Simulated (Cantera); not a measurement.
A Cantera script and what it prints.

```python
import numpy as np
import cantera as ct

gas_names = """
    CL CL2 H HCL H2 Si SiCL SiCL2 SiCL3 SiCL4 SiH SiHCL3 SiH2 SiH2CL2 SiH3 SiH3CL SiH4 Si2 Si3
""".split()
cond_names = """
    Si(cr) Si(L)
""".split()


# ... load() reads the species with a 1 bar reference pressure and builds the phases ...
atoms = {
    'SiCl4': {'Si': 1, 'CL': 4},
    'Cl2': {'CL': 2},
    'H2': {'H': 2},
}
top_T = {}  # K; cautious upper limits of use, not melting points


# ... equilibrate(T, P, feed) seeds the gas with the atoms and calls Mixture.equilibrate('TP', solver="vcs", rtol=1e-11, max_steps=5000) ...
results = []
feed = {'SiCl4': 1, 'Cl2': 0.79, 'H2': 4.6}  # mol
T = 1123.15  # K
P = 13332.2  # Pa
mix = equilibrate(T, P, feed)
results.append((T, P, feed, dict(zip(mix.species_names, mix.species_moles))))
x = sorted(zip(gas.X, gas.species_names), reverse=True)
print(f"T = {T:g} K  P = {P:g} Pa  gas = {mix.phase_moles(0):.4g} mol")
print("   x: " + "  ".join(f"{s} {v:.3e}" for v, s in x if v > 0.001))
print("   condensed (mol): " + ("  ".join(f"{mix.phase(i).name} {mix.phase_moles(i):.4g}"
      for i in range(1, mix.n_phases) if mix.phase_moles(i) > 1e-12) or "none"))
```

It prints:

```
T = 1123.15 K  P = 13332.2 Pa  gas = 6.396 mol
   x: H2 5.888e-01  HCL 2.549e-01  SiCL4 1.487e-01  SiHCL3 5.899e-03  SiCL3 1.496e-03
   condensed (mol): none
```

These are equilibrium values from Cantera (NASA tables, ideal gas, pure condensed phases), not measurements of a reactor. The tables' values for SiCl3 are old estimates; treat these amounts as uncertain.
